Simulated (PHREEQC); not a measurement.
## Copper plating or etch bath: speciation

Make-up at 33 °C: 10 mmol/kgw CuSO4 and 8.1 mmol/kgw NaCl. Closed to the air; pH follows from the charge balance.

The numbers come from PHREEQC with the ion-association model, wateq4f.dat.

Each row changes one thing in this solution. This is a speciation only: nothing precipitates in the calculation.

```csv
case,pH,ionic strength (mol/kgw),SO4-2 (mol/kgw),HSO4- (mol/kgw)
as made,4.81,0.0365,0.00708,7.56e-6
NaCl from 0.0081 to 0.00891 mol/kgw,4.81,0.0373,0.00709,7.53e-6
NaCl from 0.0081 to 0.00405 mol/kgw,4.81,0.0322,0.00702,7.70e-6
CuSO4 replaced by Na2SO4 at the same molality,6.96,0.0368,0.00933,7.06e-8
0.015 mol/kgw TMAH added,7.86,0.0400,0.00975,9.17e-9
CuSO4 from 0.01 to 0.1 mol/kgw,4.44,0.213,0.0513,8.49e-5
diluted 100-fold with water,5.72,0.000473,9.83e-5,2.01e-8
NaCl left out,4.81,0.0278,0.00695,7.85e-6
temperature from 33 to 80 °C,4.39,0.0349,0.00690,6.46e-5
```

Some of these states are supersaturated (in Atacamite, Cu(OH)2, Tenorite (slow to form), for instance). (CH3)4N+ isn't in the database: it is added as a free cation with an ion size of 4 Å. Away from 25 °C the constants follow the database's enthalpies or fits; those with neither stay at their 25 °C values. The database's constant for dissolved Cu(OH)2 is higher than later reviews accept.
